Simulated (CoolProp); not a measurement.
Vapour-liquid equilibrium of CH2F2 (R32) (1) + R1234yf (2) at -83.95 °C; x and y are mole fractions of (1).

Computed with CoolProp (multi-fluid Helmholtz-energy mixture model, Tillner-Roth 1997 and Lemmon 2022; pair parameters Bell 2023).

### Question
Give the bubble pressure and the first vapour's composition at x = 0.125, 0.5, 0.8. Is there an azeotrope?

### Answer
x = 0.125: 6.729 kPa, y = 0.477; x = 0.5: 11.74 kPa, y = 0.797; x = 0.8: 13.38 kPa, y = 0.888. No azeotrope shows between x = 0.05 and 0.95.

Pair parameters are fitted to limited data, so mixtures are less certain than the pure fluids.
